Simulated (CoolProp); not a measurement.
Octamethyltrisiloxane (MDM) along the isotherm 301.85 °C: density (kg/m³) from the reference equation and from simpler models built on Tc = 292.2 °C, pc = 1.438 MPa, ω = 0.528; each cubic takes its own stable root.

The numbers come from the reference Helmholtz-energy equation of state, Thol 2017 in CoolProp.

| p (MPa) | phase | reference |
|---|---|---|
| 0.359 | gas | 19.38 |
| 0.719 | gas | 43.45 |
| 1.08 | gas | 76.86 |
| 1.44 | supercritical | 139.0 |
| 1.8 | supercritical | 355.1 |
| 2.16 | supercritical | 409.4 |
| 2.52 | supercritical | 434.7 |
| 2.88 | supercritical | 451.7 |
| 3.23 | supercritical | 464.5 |
| 3.59 | supercritical | 475.2 |

### Question
How far does each simpler model (van der Waals, Soave-Redlich-Kwong) lie from the reference over these 10 states: mean and median of the absolute difference, and the worst?

### Answer
- van der Waals: mean 16.9 %, median 25.0 %, worst -27.1 % at 301.85 °C and 2.52 MPa
- Soave-Redlich-Kwong: mean 9.5 %, median 12.1 %, worst -18.8 % at 301.85 °C and 1.8 MPa
